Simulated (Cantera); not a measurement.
Equilibrium for halide evaporation, hydrolysis and transport: FeCl3 + H2O + N2

A closed system holds: 1 mol FeCl3, 0.08 mol H2O, 40 mol N2, held at 1.00 bar.

Cantera equilibrium calculation (NASA polynomials, part measured and part estimated; ideal gas, pure solids and liquids). Candidate condensed phases: Fe, FeCl2, FeCl3, FeO, Fe(OH)2, Fe(OH)3, Fe2O3, Fe3O4, H2O, NH4Cl; 37 gas species. Kinetics and transport are ignored.

```json
[
 {"T (K)": "998", "log p N2": "-0.01", "log p FeCl2": "-2.69", "log p Cl": "-4.91", "log p FeCl3": "-1.71", "log p Cl2": "-2.97", "log p HCl": "-2.41", "log p O2": "-6.94", "log p Fe2Cl6": "-3.12", "n Fe2O3(s)": "0.0266"},
 {"T (K)": "1198", "log p N2": "-0.01", "log p FeCl2": "-2.10", "log p Cl": "-3.55", "log p FeCl3": "-1.82", "log p Cl2": "-2.43", "log p HCl": "-2.41", "log p O2": "-4.06", "log p Fe2Cl6": "-4.52", "n Fe2O3(s)": "0.0241"},
 {"T (K)": "1398", "log p N2": "-0.02", "log p FeCl2": "-1.79", "log p Cl": "-2.69", "log p FeCl3": "-2.12", "log p Cl2": "-2.28", "log p HCl": "-2.41", "log p O2": "-3.03", "log p Fe2Cl6": "-5.92", "n Fe2O3(s)": "0"},
 {"T (K)": "1598", "log p N2": "-0.02", "log p FeCl2": "-1.68", "log p Cl": "-2.12", "log p FeCl3": "-2.54", "log p Cl2": "-2.31", "log p HCl": "-2.42", "log p O2": "-3.05", "log p Fe2Cl6": "-7.36", "n Fe2O3(s)": "0"},
 {"T (K)": "1798", "log p N2": "-0.02", "log p FeCl2": "-1.64", "log p Cl": "-1.83", "log p FeCl3": "-3.07", "log p Cl2": "-2.65", "log p HCl": "-2.42", "log p O2": "-3.09", "log p Fe2Cl6": "-8.88", "n Fe2O3(s)": "0"},
 {"T (K)": "1998", "log p N2": "-0.02", "log p FeCl2": "-1.63", "log p Cl": "-1.73", "log p FeCl3": "-3.65", "log p Cl2": "-3.19", "log p HCl": "-2.42", "log p O2": "-3.16", "log p Fe2Cl6": "-10.40", "n Fe2O3(s)": "0"},
 {"T (K)": "2198", "log p N2": "-0.02", "log p FeCl2": "-1.62", "log p Cl": "-1.71", "log p FeCl3": "-4.19", "log p Cl2": "-3.75", "log p HCl": "-2.42", "log p O2": "-3.26", "log p Fe2Cl6": "-11.75", "n Fe2O3(s)": "0"}
]
```
log p: log10 of the partial pressure in bar; n: condensed amount in mol.

From 998 K to 1198 K the condensed part is Fe2O3(s). From 1398 K to 2198 K nothing is condensed. The main Fe-bearing gas is FeCl3 at 998 K and FeCl2 at 2198 K.
